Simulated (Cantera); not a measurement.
Cantera run, input and output.

```python
import numpy as np
import cantera as ct

gas = ct.Solution("gri30.yaml")


def delay(T, t_max=10):
    gas.TPX = T, 180000, {'CH4': 1, 'CO': 0.27, 'O2': 1.85, 'N2': 6.94}
    reactor = ct.IdealGasConstPressureReactor(gas, clone=False)
    net = ct.ReactorNet([reactor])
    net.rtol, net.atol = 1e-8, 1e-16
    while net.time < t_max:
        t_old, T_old = net.time, reactor.T
        net.step()
        if reactor.T > T + 400:  # ignition: a rise of 400 K
            return t_old + (T + 400 - T_old) / (reactor.T - T_old) * (net.time - t_old)
    return np.nan


taus = []
for T in [1000, 1050, 1100, 1150, 1200, 1250, 1300, 1350, 1400]:
    taus.append(delay(T))
    print(f"T0 = {T:6g} K   tau = {taus[-1]:.4e} s")
```

It prints:

```
T0 =   1000 K   tau = 1.0080e+00 s
T0 =   1050 K   tau = 4.0554e-01 s
T0 =   1100 K   tau = 1.7289e-01 s
T0 =   1150 K   tau = 7.7503e-02 s
T0 =   1200 K   tau = 3.6347e-02 s
T0 =   1250 K   tau = 1.7753e-02 s
T0 =   1300 K   tau = 8.9971e-03 s
T0 =   1350 K   tau = 4.7180e-03 s
T0 =   1400 K   tau = 2.5572e-03 s
```

Model: GRI-Mech 3.0 (53 species, 325 reactions), integrated in Cantera.
